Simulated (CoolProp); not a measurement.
A Linde-Hampson liquefier for ethane: isothermal reversible compression at 320 K from 1 atm to 10 MPa, throttling to 1 atm, return gas leaving the recuperator 2 K below the feed. Each further row changes one setting.

The numbers come from the reference Helmholtz-energy equation of state, Bücker 2006 in CoolProp.

```csv
case,liquid yield per pass,compression work (kJ/kg of gas)
as stated,[?],338
high pressure 20 MPa,[?],366
warm-end temperature 350 K,[?],395
warm-end gap 7 K,0.423,338
```

Task: Complete the blanks.

Result: 
- as stated, liquid yield per pass: 0.430
- high pressure 20 MPa, liquid yield per pass: 0.462
- warm-end temperature 350 K, liquid yield per pass: 0.285
